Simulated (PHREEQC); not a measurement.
Dissolve 0.14 mol ZnCl2 and 0.0023 mol H2SO4 per kg of water at 25 °C. Closed to the air; pH follows from the charge balance.

All values are PHREEQC results (ion-association model, phreeqc.dat), not measurements.

| quantity | before | after |
|---|---|---|
| pH | 2.46 | 3.34 |
| ionic strength (mol/kgw) | 0.375 | 0.375 |
| Cl- (mol/kgw) | 0.254 | 0.254 |
| Zn+2 (mol/kgw) | 0.117 | 0.117 |
| ZnCl+ (mol/kgw) | 0.0190 | 0.0190 |
| ZnCl2 (mol/kgw) | 0.00209 | 0.00209 |

Problem. What was changed between the two runs?
(A) diluted 2-fold with water
(B) 0.004 mol/kgw NaOH added
(C) temperature from 25 to 75 °C
(D) temperature from 25 to 30 °C
(E) diluted 5-fold with water

Solution. B, 0.004 mol/kgw NaOH added

This is a speciation only: nothing precipitates in the calculation.
